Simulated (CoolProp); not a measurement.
Properties of C3F8 (R218) along the isobar 57.1 bar (Tc = 345.0 K, pc = 26.40 bar, ω = 0.317).

Model: reference Helmholtz-energy equation of state, Lemmon 2006, in CoolProp. It is a short technical equation, of lower accuracy than the large ones.

```csv
T (K),phase,Joule-Thomson coefficient (K/MPa),isothermal compressibility (1/MPa),viscosity (µPa s),fugacity coefficient
245.5,liquid,-0.2791,?,423,0.03404
269.8,liquid,?,0.004351,297,0.07800
294.1,liquid,-0.03676,?,?,0.1484
318.4,liquid,0.2212,?,154,0.2450
342.7,liquid,0.7634,0.02797,108,0.3611
367.1,supercritical,2.189,?,70.1,0.4841
391.4,supercritical,?,0.2152,42.9,0.5936
415.7,supercritical,4.827,0.2334,?,0.6782
440,supercritical,4.143,0.2176,29.1,0.7432
```

Problem. Fill in the missing entries.

Solution. 
- 245.5, isothermal compressibility (1/MPa): 0.002900
- 269.8, Joule-Thomson coefficient (K/MPa): -0.1839
- 294.1, isothermal compressibility (1/MPa): 0.007020
- 294.1, viscosity (µPa s): 214
- 318.4, isothermal compressibility (1/MPa): 0.01271
- 367.1, isothermal compressibility (1/MPa): 0.08440
- 391.4, Joule-Thomson coefficient (K/MPa): 4.632
- 415.7, viscosity (µPa s): 32.5

Viscosity comes from a separate model (Huber 2003), an estimate that may be off by 10 % or more.
